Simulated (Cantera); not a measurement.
Input: 1 mol B₂O₃, 0.059 mol H₂O, 36 mol N₂, at 800 K and 0.630 bar.

Equilibrium computed with Cantera from the NASA thermochemical tables; the gas is ideal and each condensed phase is pure. Candidate condensed phases: B, BN, B₂O₃, B₃O₃H₃, H₂O; 39 gas species. Gases not in the tables: H₃BO₃. Equilibrium is a limit: real reactors are often held back by kinetics, nucleation or transport.

Task: What is the equilibrium state?

Result: 
- x(N₂) = 0.998
- x(H₂O) = 0.00163
- x((HBO₂)₃) = 4.85e-6
- n(B₂O₃(l)) = 1.000 mol
- gas amount = 36.06 mol
- log10 activity of B(s) (absent) = -26.29
- log10 activity of B₃O₃H₃(s) (absent) = -47.95
